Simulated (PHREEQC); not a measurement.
A solution holds 0.065 mol HCl, 0.0039 mol CaCl2 and 0.29 mol MnSO4 per kg of water, at 25 °C. Closed to the air; pH follows from the charge balance.

The numbers come from PHREEQC with the ion-association model, wateq4f.dat.

The ionic strength comes out as 0.619 mol/kgw. What activity coefficients do HSO4-, Cl-, Ca+2, MnCl3-, H+ get?

HSO4- 0.65, Cl- 0.63, Ca+2 0.25, MnCl3- 0.67, H+ 0.76.

Precipitation was switched off in this run.
